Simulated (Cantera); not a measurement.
An isothermal, constant-pressure homogeneous reactor starts with C₂H₆ : N₂ = 1 : 57 (molar parts), at 1575 K and 0.207 atm. Integrator tolerance rtol = 1e-08.

Detailed kinetics in Cantera: GRI-Mech 3.0 (53 species, 325 reactions). GRI-Mech 3.0 stops at C3 and has no aromatics, soot or wall deposition, so with more carbon than oxygen in the feed, carbon stays in small species such as C2H2 where larger ones or solid carbon would form.

### Question
What does this change do: temperature 1575 to 1900 K?

### Answer
| quantity | before | after |
|---|---|---|
| x(C₂H₆) at 10.0 s | 1.89e-8 (gas-phase equilibrium 9.83e-11) | 2.78e-12 (gas-phase equilibrium <1e-12) |
| x(CH₃) at 10.0 s | 4.41e-6 (gas-phase equilibrium 2.74e-7) | 3.76e-7 (gas-phase equilibrium 3.19e-7) |
| x(HCN) at 10.0 s | 3.45e-6 (gas-phase equilibrium 0.0275) | 0.000179 (gas-phase equilibrium 0.0291) |
| x(H) at 10.0 s | 1.62e-5 (gas-phase equilibrium 1.67e-5) | 0.000318 (gas-phase equilibrium 0.000318) |
| x(C₂H₂) at 10.0 s | 0.0164 (gas-phase equilibrium 0.00291) | 0.0166 (gas-phase equilibrium 0.00213) |
| x(CH₄) at 10.0 s | 0.000439 (gas-phase equilibrium 2.70e-5) | 1.97e-6 (gas-phase equilibrium 1.67e-6) |
| x(C₂H) at 10.0 s | 2.38e-8 (gas-phase equilibrium 4.26e-9) | 2.07e-6 (gas-phase equilibrium 2.66e-7) |

### Question
What does this change do: 0.087 parts H2O added?

### Answer
```csv
quantity,before,after
x(C₂H₆) at 10.0 s,1.89e-8 (gas-phase equilibrium 9.83e-11),3.41e-8 (gas-phase equilibrium 1.02e-10)
x(CH₃) at 10.0 s,4.41e-6 (gas-phase equilibrium 2.74e-7),5.96e-6 (gas-phase equilibrium 2.80e-7)
x(HCN) at 10.0 s,3.45e-6 (gas-phase equilibrium 0.0275),3.48e-6 (gas-phase equilibrium 0.0264)
x(H) at 10.0 s,1.62e-5 (gas-phase equilibrium 1.67e-5),1.69e-5 (gas-phase equilibrium 1.72e-5)
x(C₂H₂) at 10.0 s,0.0164 (gas-phase equilibrium 0.00291),0.0160 (gas-phase equilibrium 0.00269)
x(CH₄) at 10.0 s,0.000439 (gas-phase equilibrium 2.70e-5),0.000578 (gas-phase equilibrium 2.84e-5)
x(C₂H) at 10.0 s,2.38e-8 (gas-phase equilibrium 4.26e-9),2.39e-8 (gas-phase equilibrium 3.82e-9)
```
